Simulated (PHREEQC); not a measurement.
Solution (25 °C): 0.58 mol NH3 per kg of water. Closed to the air; pH follows from the charge balance.

Computed with PHREEQC (ion-association model, phreeqc.dat).

```yaml
pH: 11.50
ionic_strength: 0.00340 mol/kgw
activity_of_water: 0.990
specific_conductance: 885 µS/cm
total_alkalinity: 580 meq/kg
```

| species | molality | activity | log γ |
|---|---|---|---|
| NH3 | 0.577 | 0.577 | 0.000 |
| OH- | 0.00340 | 0.00319 | -0.028 |
| NH4+ | 0.00340 | 0.00318 | -0.028 |

This is a speciation only: nothing precipitates in the calculation. Complexes and solids missing from the database can't appear.
